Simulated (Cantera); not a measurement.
A freely propagating, adiabatic, planar premixed flame of CH4 : O2 : N2 : H2O = 1 : 2.17 : 8.17 : 0.75 (molar parts), unburnt at 573 K and 13300 Pa; mixture-averaged transport, grid criteria slope 0.08 and curve 0.16, no radiation.

Model: GRI-Mech 3.0 (53 species, 325 reactions), integrated in Cantera. Burning velocities carry a grid error of a few per cent, more on coarse grids.

x: mole fraction of selected species; z is measured from the peak of heat release.

```tsv
z (mm)	T (K)	u (m/s)	x CH4	x O2	x H2O	x HCN	x H2O2	x C2H2
-6.81	573	1.46	0.0827	0.179	0.0620	<1e-8	<1e-8	<1e-8
-4.54	573	1.47	0.0825	0.179	0.0620	<1e-8	4.07e-8	<1e-8
-3.41	576	1.48	0.0822	0.179	0.0622	<1e-8	2.68e-7	1.68e-8
-2.27	606	1.56	0.0800	0.176	0.0655	<1e-8	1.49e-6	3.89e-7
-1.14	882	2.30	0.0622	0.155	0.0934	1.70e-7	2.44e-6	9.60e-6
-0.568	1236	3.27	0.0365	0.121	0.129	5.88e-7	2.57e-6	3.67e-5
0	1592	4.25	0.0101	0.0771	0.168	1.40e-6	7.78e-7	7.58e-5
0.568	1743	4.66	0.00101	0.0493	0.188	1.38e-6	1.73e-7	1.87e-5
1.14	1776	4.74	5.48e-5	0.0388	0.193	6.63e-7	1.23e-7	8.62e-7
2.27	1801	4.78	?	0.0332	0.192	?	1.16e-7	<1e-8
4.54	1832	4.85	<1e-8	0.0308	0.191	<1e-8	1.01e-7	<1e-8
9.09	1875	4.94	<1e-8	0.0293	0.194	<1e-8	8.31e-8	<1e-8
18.2	1934	5.08	<1e-8	0.0274	0.199	<1e-8	?	<1e-8
```

Problem. Fill in the missing entries.

Solution. 
- 2.27, x CH4: 1.26e-7
- 2.27, x HCN: 1.04e-7
- 18.2, x H2O2: 6.32e-8
